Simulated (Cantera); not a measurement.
Feed: 1 mol CH₃SiH₃, 0.14 mol C₂H₂, 630 mol H₂, held at 1950 K and 0.0100 bar.

These are equilibrium values from Cantera (NASA tables, ideal gas, pure condensed phases), not measurements of a reactor. Candidate condensed phases: C, C₆H₆, C₇H₈, C₈H₁₈, Si, SiC; 87 gas species. The feed counts by its element totals alone. Kinetics and transport are ignored.

Base state: H₂ 0.988, H 0.0114, C₂H₂ (acetylene) 0.000298, Si 0.000145, SiH 1.10e-5 (mole fractions); condensed: SiC(s).

Question: What changes in the equilibrium state with this change: pressure from 0.0100 bar to 1.00 bar?

Answer: 
| species | before | after |
|---|---|---|
| H₂ | 0.988 | 0.999 |
| H | 0.0114 | 0.00115 |
| CH₄ | 3.53e-6 | 0.000221 |
| Si | 0.000145 | 2.37e-6 |
| SiH | 1.10e-5 | 1.81e-6 |
| C₂H₂ (acetylene) | 0.000298 | 0.000113 |
| SiC(s), mol | 0.892 | 0.992 |
